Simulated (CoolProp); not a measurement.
Vapour pressure (bar) of diethyl ether: the reference equation beside estimates from Tc = 467.9 K, pc = 37.17 bar, ω = 0.282. Clausius-Clapeyron is anchored at 338.8 K with a constant enthalpy of vaporisation of 24.39 kJ/mol.

Model: reference Helmholtz-energy equation of state, Thol 2014, in CoolProp.

```json
[
 {"T (K)": "329.9", "reference": "2.103", "Clausius-Clapeyron": "2.160", "Redlich-Kwong": "3.453"},
 {"T (K)": "332.1", "reference": "2.246", "Clausius-Clapeyron": "2.291", "Redlich-Kwong": "3.650"},
 {"T (K)": "334.3", "reference": "2.397", "Clausius-Clapeyron": "2.428", "Redlich-Kwong": "___"},
 {"T (K)": "336.6", "reference": "2.562", "Clausius-Clapeyron": "2.578", "Redlich-Kwong": "4.076"},
 {"T (K)": "338.8", "reference": "2.729", "Clausius-Clapeyron": "2.729", "Redlich-Kwong": "4.297"},
 {"T (K)": "341.1", "reference": "2.911", "Clausius-Clapeyron": "2.893", "Redlich-Kwong": "4.537"},
 {"T (K)": "343.3", "reference": "3.094", "Clausius-Clapeyron": "3.056", "Redlich-Kwong": "4.775"},
 {"T (K)": "345.6", "reference": "3.295", "Clausius-Clapeyron": "3.235", "Redlich-Kwong": "5.034"},
 {"T (K)": "347.8", "reference": "3.496", "Clausius-Clapeyron": "3.414", "Redlich-Kwong": "___"},
 {"T (K)": "350", "reference": "3.707", "Clausius-Clapeyron": "3.600", "Redlich-Kwong": "5.556"},
 {"T (K)": "352.3", "reference": "3.937", "Clausius-Clapeyron": "3.802", "Redlich-Kwong": "5.843"},
 {"T (K)": "354.5", "reference": "4.167", "Clausius-Clapeyron": "4.004", "Redlich-Kwong": "6.127"},
 {"T (K)": "356.8", "reference": "___", "Clausius-Clapeyron": "4.223", "Redlich-Kwong": "6.435"},
 {"T (K)": "359", "reference": "4.668", "Clausius-Clapeyron": "4.441", "Redlich-Kwong": "6.739"}
]
```

Fill in the missing entries.


- 334.3, Redlich-Kwong: 3.854
- 347.8, Redlich-Kwong: 5.290
- 356.8, reference: 4.418

Absolute difference from the reference over all 14 rows, mean and median: Clausius-Clapeyron 2.3 and 2.2 %, Redlich-Kwong 53.8 and 53.6 %.
